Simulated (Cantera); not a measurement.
borazine + O2 + H2 (boron, boron nitride and boron oxide)

A closed system holds: 1 mol borazine, 0.58 mol O2, 33 mol H2, equilibrated at 823.15 K and 1.00 bar.

These are equilibrium values from Cantera (NASA tables, ideal gas, pure condensed phases), not measurements of a reactor. Candidate condensed phases: B, BN, B2O3, B3O3H3, H2O; 39 gas species. The feed counts by its element totals alone. Gases not in the tables: H3BO3. Rates play no part.

| Property | Result |
|---|---|
| x(H2) | 0.988 |
| x(N2) | 0.00980 |
| x(H2O) | 0.00214 |
| x(NH3) | 0.000232 |
| x((HBO2)3) | 7.83e-6 |
| n(BN(s)) | 2.28 mol |
| n(B2O3(l)) | 0.360 mol |
| gas amount | 36.35 mol |
| log10 activity of B(s) (absent) | -10.31 |
| log10 activity of B3O3H3(s) (absent) | -16.02 |
